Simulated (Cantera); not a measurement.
An isothermal, constant-pressure homogeneous reactor starts with NH3 : H2 = 1 : 22 (molar parts), at 1325 K and 0.710 bar. Integrator tolerance rtol = 1e-08.

Detailed kinetics in Cantera: the gas-phase N/H chemistry of the illustrative SiF4/NH3 mechanism in the Surface Chemkin manual (1991). Walls and surfaces, which speed up NH3 decomposition in real reactors, are not modelled.

What does this change do: temperature 1325 to 2350 K?


| quantity | before | after |
|---|---|---|
| x(NH3) at 3.00 s | 0.0435 (gas-phase equilibrium 1.10e-5) | 1.24e-6 (gas-phase equilibrium 1.19e-6) |
| x(H2) at 3.00 s | 0.957 (gas-phase equilibrium 0.979) | 0.965 (gas-phase equilibrium 0.965) |
| x(H) at 3.00 s | 1.91e-6 (gas-phase equilibrium 1.93e-6) | 0.0146 (gas-phase equilibrium 0.0146) |
| x(N2) at 3.00 s | 2.56e-7 (gas-phase equilibrium 0.0208) | 0.0207 (gas-phase equilibrium 0.0207) |
| x(NH) at 3.00 s | 5.39e-11 (gas-phase equilibrium <1e-12) | 1.89e-8 (gas-phase equilibrium 1.81e-8) |
| x(NH2) at 3.00 s | 1.62e-7 (gas-phase equilibrium 4.04e-11) | 6.05e-8 (gas-phase equilibrium 5.79e-8) |
| x(N2H4) at 3.00 s | 3.94e-11 (gas-phase equilibrium <1e-12) | <1e-12 (gas-phase equilibrium <1e-12) |
